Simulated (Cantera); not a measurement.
Mixture: H2 : O2 : N2 = 1 : 0.943 : 6.51 (molar parts), equivalence ratio 0.53, at 1000000 Pa, adiabatic and at constant pressure. Ignition delay is the time to a rise of 400 K.

Detailed kinetics in Cantera: the H2/O2 subset of GRI-Mech 3.0, which has no nitrogen chemistry. The hydrogen kinetics of GRI-Mech 3.0 are dated; newer H2 mechanisms differ, most at raised pressure. Below about 950 K walls govern HO2 and H2O2 in real vessels.

Problem. What does this change do: H2 1 to 1.5 parts?

Solution. 
| quantity | before | after |
|---|---|---|
| delay at 898 K | 0.233 s | 0.183 s |
| delay at 1098 K | 1.64 ms | 1.34 ms |
| delay at 1298 K | 8.50 µs | 7.68 µs |
| delay at 1498 K | 2.78 µs | 2.41 µs |
| apparent activation energy between 1398 and 1598 K | 62 kJ/mol | 68 kJ/mol |
